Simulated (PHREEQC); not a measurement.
Solution (25 °C): 0.27 mol/kgw NaNO3. Closed to the air; pH follows from the charge balance.

Model: ion-association model, phreeqc.dat, run in PHREEQC.

No solid was allowed to form.

Q: What activity of water, specific conductance, density does the model give?

A: activity of water 0.991; specific conductance 25100 µS/cm; density 1.012 g/cm³.

Species that the database lacks are ignored.
